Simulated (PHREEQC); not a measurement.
Make-up at 25 °C: 0.003 mol/kgw HF, 0.01 mol/kgw NH4F and 0.0011 mol/kgw H2SO4. Closed to the air; pH follows from the charge balance.

Model: ion-association model, phreeqc.dat, run in PHREEQC.

| quantity | before | after |
|---|---|---|
| pH | 3.38 | 3.08 |
| ionic strength (mol/kgw) | 0.0114 | 0.00684 |
| F- (mol/kgw) | 0.00815 | 0.00370 |
| HF (mol/kgw) | 0.00457 | 0.00419 |
| SO4-2 (mol/kgw) | 0.000989 | 0.000993 |
| HF2- (mol/kgw) | 0.000143 | 5.94e-5 |

Problem. Name the change that produced these shifts.
(A) 0.015 mol/kgw TMAH added
(B) diluted 100-fold with water
(C) NH4F from 0.01 to 0.005 mol/kgw
(D) NH4F from 0.01 to 0.001 mol/kgw
(E) temperature from 25 to 35 °C

Solution. C, NH4F from 0.01 to 0.005 mol/kgw

No solid was allowed to form.
